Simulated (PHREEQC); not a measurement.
A solution holds 3.2 mmol/kgw H3BO3 and 14 mmol/kgw Na2CO3, at 25 °C. Closed to the air; pH follows from the charge balance.

Equilibrium calculation in PHREEQC: ion-association model, wateq4f.dat.

The ionic strength comes out as 0.0343 mol/kgw. What activity coefficients do CO3-2, NaCO3-, Na+, H2BO3-, HCO3- get?

CO3-2 0.52, NaCO3- 0.85, Na+ 0.85, H2BO3- 0.83, HCO3- 0.85.

This is a speciation only: nothing precipitates in the calculation. Species that the database lacks are ignored.
